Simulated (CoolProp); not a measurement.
The numbers come from the reference Helmholtz-energy equation of state, Akasaka 2023 in CoolProp.

Question: For R1336mzz(E), give the phase and the Z, speed of sound (m/s), Joule-Thomson coefficient (K/MPa), isothermal compressibility (1/MPa) at 264.5 K and 2.27 bar; 299.8 K and 14 bar.

Answer: 
- 264.5 K and 2.27 bar: liquid; Z 0.0119, speed of sound 724, Joule-Thomson coefficient -0.297, isothermal compressibility 0.00187
- 299.8 K and 14 bar: liquid; Z 0.0695, speed of sound 568, Joule-Thomson coefficient -0.193, isothermal compressibility 0.00328
